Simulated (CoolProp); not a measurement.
Vapour-liquid equilibrium of ethylene (1) + propane (2) at 1.08 bar; x and y are mole fractions of (1).

Model: multi-fluid Helmholtz-energy mixture model, Smukala 2000 and Lemmon 2009; pair parameters Bell 2016, in CoolProp.

| x | bubble temperature, mixture model (K) | bubble temperature, Raoult's law (K) | y, mixture model | y, Raoult's law |
|---|---|---|---|---|
| 0.05 | 220.1 | 220.6 | 0.454 | 0.452 |
| 0.125 | 206.9 | 208.4 | 0.745 | 0.733 |
| 0.2 | 198.2 | 200.2 | 0.860 | 0.849 |
| 0.275 | 192.1 | 194.2 | 0.913 | 0.906 |
| 0.35 | 187.6 | 189.6 | 0.942 | 0.938 |
| 0.425 | 184.1 | 185.9 | 0.959 | 0.958 |
| 0.5 | 181.4 | 182.8 | 0.971 | 0.971 |
| 0.575 | 179.1 | 180.2 | 0.978 | 0.980 |
| 0.65 | 177.2 | 178.0 | 0.984 | 0.986 |
| 0.725 | 175.6 | 176.0 | 0.989 | 0.991 |
| 0.8 | 174.1 | 174.3 | 0.992 | 0.994 |
| 0.875 | 172.7 | 172.7 | 0.995 | 0.997 |
| 0.95 | 171.3 | 171.3 | 0.998 | 0.999 |

The largest gap from Raoult's law is -2.1 K in bubble temperature, at x = 0.275. No azeotrope shows between x = 0.05 and 0.95.

The pair parameters rest on a limited set of measurements; away from them the model extrapolates.
